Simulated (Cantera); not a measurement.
A closed system holds: 1 mol CH4, 0.056 mol CO2, equilibrated at 1675 °C and 0.0100 bar.

These are equilibrium values from Cantera (NASA tables, ideal gas, pure condensed phases), not measurements of a reactor. Candidate condensed phases: C, C6H6, C7H8, C8H18, H2O; 110 gas species. Equilibrium is a limit: real reactors are often held back by kinetics, nucleation or transport.

Base state: H2 0.936, CO 0.0527, H 0.0109, C2H2 (acetylene) 0.000504 (mole fractions); condensed: C(graphite).

Problem. What changes in the equilibrium state with this change: temperature from 1675 °C to 1927 °C?

Solution. 
| species | before | after |
|---|---|---|
| H2 | 0.936 | 0.893 |
| H | 0.0109 | 0.0532 |
| CO | 0.0527 | 0.0516 |
| C2H2 (acetylene) | 0.000504 | 0.00229 |
| C(graphite), mol | 0.942 | 0.934 |
